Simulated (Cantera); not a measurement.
# Equilibrium for silicon nitride deposition: SiCl₄ + NH₃

Input: 1 mol SiCl₄, 25 mol NH₃, equilibrated at 1848.15 K and 2.90 mbar.

Method: chemical equilibrium by Gibbs-energy minimisation in Cantera with the NASA 1993 tables (ideal gas, pure condensed phases). Candidate condensed phases: NH₄Cl, Si, Si₃N₄; 28 gas species. The tables' values for SiCl, SiN, SiCl₃ are old estimates; treat these amounts as uncertain. Gases not in the tables: Si₂H₆ and higher silanes. Rates play no part.

| Quantity | Value |
|---|---|
| x(H₂) | 0.686 |
| x(N₂) | 0.239 |
| x(HCl) | 0.0523 |
| x(SiCl₂) | 0.0115 |
| x(H) | 0.00816 |
| x(Si) | 0.00217 |
| x(SiCl) | 0.000483 |
| x(Cl) | 0.000473 |
| x(SiH) | 9.63e-5 |
| n(Si(l)) | 0.242 mol |
| gas amount | 52.36 mol |
